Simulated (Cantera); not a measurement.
## Thermodynamics of calcination and drying, feed Mg(OH)₂ + C + H₂O

A closed system holds: 1 mol Mg(OH)₂, 0.023 mol C, a varied amount of H₂O, held at 1848 K and 2000 Pa.

Cantera equilibrium calculation (NASA polynomials, part measured and part estimated; ideal gas, pure solids and liquids). Candidate condensed phases: C, C₆H₆, C₇H₈, C₈H₁₈, H₂O, Mg, MgCO₃, MgO, Mg(OH)₂; 116 gas species. Equilibrium is a limit: real reactors are often held back by kinetics, nucleation or transport.

From 0.082 mol H₂O to 6 mol H₂O the condensed part is MgO(s). The main Mg-bearing gas is Mg(OH)₂ throughout.

```csv
n(H₂O) (mol),x H₂O,x H₂,x CO₂,x CO,x OH,x O₂,x H,n MgO(s)
0.082,0.938,0.0393,0.0178,0.00299,0.00130,0.000198,0.000743,1.000
0.14,0.940,0.0375,0.0170,0.00272,0.00134,0.000218,0.000726,1.000
0.24,0.945,0.0349,0.0158,0.00235,0.00139,0.000254,0.000700,1.000
0.41,0.950,0.0313,0.0142,0.00187,0.00148,0.000320,0.000663,1.000
0.7,0.957,0.0267,0.0120,0.00134,0.00161,0.000445,0.000613,1.000
1.2,0.965,0.0218,0.00947,0.000858,0.00180,0.000679,0.000554,1.000
2.1,0.972,0.0172,0.00686,0.000488,0.00204,0.00110,0.000492,1.000
3.5,0.976,0.0141,0.00479,0.000278,0.00226,0.00165,0.000446,1.000
6,0.979,0.0120,0.00311,0.000153,0.00246,0.00229,0.000411,1.000
```
x: gas mole fraction; n: condensed amount in mol.
